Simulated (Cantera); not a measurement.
## CS2 + H2O + O2 (abatement and gas-phase synthesis)

Feed: 1 mol CS2, 9.6 mol H2O, 0.1 mol O2, held at 10000 Pa.

Equilibrium computed with Cantera from the NASA thermochemical tables; the gas is ideal and each condensed phase is pure. Candidate condensed phases: C, C6H6, C7H8, C8H18, H2O, H2SO4, S; 123 gas species. Gases not in the tables: S3 to S7. Equilibrium is a limit: real reactors are often held back by kinetics, nucleation or transport.

```json
[
 {"T (°C)": "975", "log p H2O": "-1.16", "log p H2": "-2.08", "log p SO2": "-2.99", "log p H2S": "-2.07", "log p CO2": "-2.13", "log p CO": "-2.85", "log p S2": "-2.38", "log p SO": "-5.01", "log p H": "-7.37", "log p OH": "-8.44"},
 {"T (°C)": "1125", "log p H2O": "-1.18", "log p H2": "-1.92", "log p SO2": "-2.69", "log p H2S": "-2.28", "log p CO2": "-2.20", "log p CO": "-2.61", "log p S2": "-2.30", "log p SO": "-4.30", "log p H": "-6.28", "log p OH": "-7.25"},
 {"T (°C)": "1275", "log p H2O": "-1.20", "log p H2": "-1.80", "log p SO2": "-2.46", "log p H2S": "-2.49", "log p CO2": "-2.30", "log p CO": "-2.45", "log p S2": "-2.30", "log p SO": "-3.74", "log p H": "-5.41", "log p OH": "-6.28"},
 {"T (°C)": "1425", "log p H2O": "-1.22", "log p H2": "-1.71", "log p SO2": "-2.30", "log p H2S": "-2.70", "log p CO2": "-2.40", "log p CO": "-2.35", "log p S2": "-2.35", "log p SO": "-3.31", "log p H": "-4.70", "log p OH": "-5.50"},
 {"T (°C)": "1575", "log p H2O": "-1.25", "log p H2": "-1.65", "log p SO2": "-2.18", "log p H2S": "-2.90", "log p CO2": "-2.50", "log p CO": "-2.29", "log p S2": "-2.44", "log p SO": "-2.97", "log p H": "-4.10", "log p OH": "-4.84"},
 {"T (°C)": "1725", "log p H2O": "-1.28", "log p H2": "-1.60", "log p SO2": "-2.11", "log p H2S": "-3.11", "log p CO2": "-2.59", "log p CO": "-2.25", "log p S2": "-2.58", "log p SO": "-2.72", "log p H": "-3.59", "log p OH": "-4.28"},
 {"T (°C)": "1875", "log p H2O": "-1.31", "log p H2": "-1.56", "log p SO2": "-2.07", "log p H2S": "-3.35", "log p CO2": "-2.68", "log p CO": "-2.22", "log p S2": "-2.78", "log p SO": "-2.53", "log p H": "-3.16", "log p OH": "-3.80"},
 {"T (°C)": "2025", "log p H2O": "-1.33", "log p H2": "-1.55", "log p SO2": "-2.06", "log p H2S": "-3.61", "log p CO2": "-2.74", "log p CO": "-2.21", "log p S2": "-3.05", "log p SO": "-2.39", "log p H": "-2.79", "log p OH": "-3.37"},
 {"T (°C)": "2175", "log p H2O": "-1.36", "log p H2": "-1.55", "log p SO2": "-2.07", "log p H2S": "-3.90", "log p CO2": "-2.80", "log p CO": "-2.21", "log p S2": "-3.38", "log p SO": "-2.31", "log p H": "-2.47", "log p OH": "-2.99"}
]
```
log p: log10 of the partial pressure in bar; nothing condenses.

From 975 °C to 2175 °C nothing is condensed. The main C-bearing gas is CO2 at 975 °C and CO at 2175 °C.
